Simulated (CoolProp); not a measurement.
n-undecane along the isobar 0.101 MPa: Z from the reference equation and from simpler models built on Tc = 638.8 K, pc = 1.990 MPa, ω = 0.539; each cubic takes its own stable root.

The numbers come from the reference Helmholtz-energy equation of state, Aleksandrov 2011 in CoolProp. It is a short technical equation, of lower accuracy than the large ones.

| T (K) | phase | reference | van der Waals | Soave-Redlich-Kwong | Peng-Robinson |
|---|---|---|---|---|---|
| 471.2 | gas | 0.9327 | 0.9683 | 0.9481 | 0.9458 |
| 479.4 | gas | 0.9377 | 0.9696 | 0.9510 | 0.9487 |
| 487.5 | gas | 0.9421 | 0.9708 | 0.9537 | 0.9514 |
| 495.7 | gas | 0.9461 | 0.9719 | 0.9563 | 0.9539 |
| 503.9 | gas | 0.9497 | 0.9730 | 0.9586 | 0.9563 |
| 512 | gas | 0.9530 | 0.9740 | 0.9608 | 0.9585 |
| 520.2 | gas | 0.9559 | 0.9749 | 0.9629 | 0.9606 |
| 528.4 | gas | 0.9587 | 0.9759 | 0.9649 | 0.9626 |
| 536.5 | gas | 0.9611 | 0.9767 | 0.9667 | 0.9645 |
| 544.7 | gas | 0.9634 | 0.9775 | 0.9684 | 0.9662 |
| 552.9 | gas | 0.9655 | 0.9783 | 0.9701 | 0.9679 |
